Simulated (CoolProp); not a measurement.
Vapour-liquid equilibrium of ethylene (1) + ethane (2) at 1.85 bar; x and y are mole fractions of (1).

The numbers come from the multi-fluid Helmholtz-energy mixture model, Smukala 2000 and Bücker 2006; pair parameters Bell 2016 in CoolProp.

Q: Give the bubble temperature and the first vapour's composition at x = 0.2, 0.5, 0.8. Is there an azeotrope?

A: x = 0.2: 191.5 K, y = 0.359; x = 0.5: 186.4 K, y = 0.675; x = 0.8: 182.6 K, y = 0.890. No azeotrope shows between x = 0.05 and 0.95.

Pair parameters are fitted to limited data, so mixtures are less certain than the pure fluids.
